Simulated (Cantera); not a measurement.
Input: 1 mol Ta(OEt)₅, 29 mol H₂O, 3.3 mol H₂, at 2873 K and 6.80 Pa.

These are equilibrium values from Cantera (NASA tables, ideal gas, pure condensed phases), not measurements of a reactor. Candidate condensed phases: C, C₆H₆, C₇H₈, C₈H₁₈, H₂O, Ta, TaC, Ta₂O₅; 113 gas species. The feed counts by its element totals alone. The numbers say what is thermodynamically allowed, not how fast it happens.

Base state: H 0.724, O 0.181, CO 0.0816, TaO₂ 0.00451, TaO 0.00365, H₂ 0.00323, OH 0.00130, O₂ 0.000432 (mole fractions); condensed: gas only.

### Question
What changes in the equilibrium state with this change: pressure from 6.80 Pa to 10000 Pa?

### Answer
| species | before | after |
|---|---|---|
| H₂ | 0.00323 | 0.322 |
| H₂O | 1.93e-5 | 0.254 |
| H | 0.724 | 0.189 |
| CO₂ | 6.84e-5 | 0.0154 |
| OH | 0.00130 | 0.0445 |
| O | 0.181 | 0.0162 |
| TaO₂ | 0.00451 | 0.0154 |
| CO | 0.0816 | 0.139 |
| TaO | 0.00365 | 9.43e-5 |
| O₂ | 0.000432 | 0.00510 |
